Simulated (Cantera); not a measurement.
Counterflow diffusion flame

A counterflow diffusion flame at 101000 Pa, nozzles 20 mm apart: fuel side 45.5 % CH₃OH, 54.5 % N₂ at 423 K, oxidiser side 25.0 % O₂, 75.0 % N₂ at 523 K, fuel mass flux 1 times the oxidiser's; mixture-averaged transport, no radiation.

Cantera simulation using GRI-Mech 3.0 (53 species, 325 reactions); the numbers are that mechanism's predictions, not measurements. GRI-Mech 3.0 was tuned for natural gas; its chemistry of methanol as a main component is partial and can be far from experiment. GRI-Mech 3.0 has no aromatics or soot, which form on the fuel side of real flames. The maximum strain rate includes the flame's own expansion and is several times the mean.

```tsv
oxidiser flux (kg/m²/s)	max strain (1/s)	mean strain (1/s)	T max (K)	peak x OH	peak x H	peak x NO	peak x CO	peak x C₂H₂
0.25	146	33.0	2099	0.00933	0.00566	9.07e-5	0.132	0.000110
0.32	181	42.3	2074	0.00946	0.00609	7.56e-5	0.131	0.000128
0.4	221	52.8	2051	0.00955	0.00651	6.52e-5	0.130	0.000147
0.5	270	66.1	2027	0.00961	0.00692	5.68e-5	0.129	0.000166
0.63	333	83.2	2001	0.00963	0.00735	4.95e-5	0.128	0.000188
0.79	409	104	1974	0.00960	0.00776	4.36e-5	0.127	0.000209
0.99	502	131	1947	0.00955	0.00815	3.89e-5	0.125	0.000229
1.2	599	159	1924	0.00948	0.00848	3.54e-5	0.124	0.000245
1.6	781	211	1890	0.00933	0.00894	3.09e-5	0.122	0.000264
```
x: mole fraction; the columns are a selection and need not sum to one.
